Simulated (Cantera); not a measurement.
Feed: 1 mol Fe2O3, 2.7 mol CO, 0.1 mol H2, at 1352 °C and 13.3 mbar.

Equilibrium computed with Cantera from the NASA thermochemical tables; the gas is ideal and each condensed phase is pure. Candidate condensed phases: C, C6H6, C7H8, C8H18, Fe, Fe(CO)5, FeO, Fe(OH)2, Fe(OH)3, Fe2O3, Fe3O4, H2O; 114 gas species. The tables' stoichiometric FeO is somewhat more stable than real wüstite, so its field is too wide. FeO: taken at fixed stoichiometry. Rates play no part.

Base state: CO 0.629, CO2 0.335, H2O 0.0222, H2 0.0134, H 7.08e-5, Fe 3.67e-5 (mole fractions); condensed: FeO(s).

Problem. What changes in the equilibrium state with this change: H2 from 0.1 to 1.8 mol?

Solution. 
```csv
species,before,after
CO,0.629,0.514
H2,0.0134,0.263
H2O,0.0222,0.137
CO2,0.335,0.0858
Fe,3.67e-5,0.000117
H,7.08e-5,0.000313
"FeO(s), mol",2.00,2.00
```
